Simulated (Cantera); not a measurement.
Equilibrium for silicon nitride deposition: SiHCl3 + N2

Charge: 1 mol SiHCl3, a varied amount of N2, held at 875 K and 0.100 bar.

Equilibrium computed with Cantera from the NASA thermochemical tables; the gas is ideal and each condensed phase is pure. Candidate condensed phases: NH4Cl, Si, Si3N4; 28 gas species. N2 is the only nitrogen source here; it is nearly inert below about 1500 K, so the nitride shown seldom forms there in practice. Kinetics and transport are ignored.

| n(N2) (mol) | x N2 | x HCl | x SiCl4 | x H2 | x SiHCl3 | x SiCl3 | x NH3 | x SiCl2 | n Si3N4(s) |
|---|---|---|---|---|---|---|---|---|---|
| 2.5 | 0.611 | 0.180 | 0.161 | 0.0475 | 9.31e-5 | 3.73e-6 | 1.21e-6 | 5.00e-9 | 0.138 |
| 3.3 | 0.680 | 0.152 | 0.131 | 0.0364 | 6.85e-5 | 3.13e-6 | 8.56e-7 | 4.34e-9 | 0.140 |
| 4.4 | 0.743 | 0.126 | 0.104 | 0.0272 | 4.90e-5 | 2.60e-6 | 5.77e-7 | 3.76e-9 | 0.141 |
| 5.7 | 0.791 | 0.105 | 0.0833 | 0.0206 | 3.58e-5 | 2.18e-6 | 3.92e-7 | 3.30e-9 | 0.143 |
| 7.6 | 0.836 | 0.0845 | 0.0646 | 0.0149 | 2.50e-5 | 1.78e-6 | 2.48e-7 | 2.85e-9 | 0.145 |
| 10 | 0.871 | 0.0681 | 0.0503 | 0.0108 | 1.75e-5 | 1.47e-6 | 1.57e-7 | 2.48e-9 | 0.147 |
| 13 | 0.898 | 0.0549 | 0.0393 | 0.00788 | 1.23e-5 | 1.21e-6 | 9.89e-8 | 2.17e-9 | 0.148 |
| 17 | 0.920 | 0.0438 | 0.0304 | 0.00565 | 8.58e-6 | 9.97e-7 | 6.08e-8 | 1.89e-9 | 0.150 |
| 23 | 0.940 | 0.0337 | 0.0226 | 0.00385 | 5.66e-6 | 7.97e-7 | 3.46e-8 | 1.62e-9 | 0.151 |
| 30 | 0.953 | 0.0266 | 0.0174 | 0.00273 | 3.91e-6 | 6.53e-7 | 2.08e-8 | 1.42e-9 | 0.152 |
| 40 | 0.964 | 0.0206 | 0.0131 | 0.00187 | 2.60e-6 | 5.26e-7 | 1.18e-8 | 1.22e-9 | 0.154 |
x: gas mole fraction; n: condensed amount in mol.

From 2.5 mol N2 to 40 mol N2 the condensed part is Si3N4(s). The main Si-bearing gas is SiCl4 throughout. The share of Si in condensed phases is highest at 40 mol N2 (46.1 %) and lowest at 2.5 mol N2 (41.3 %).
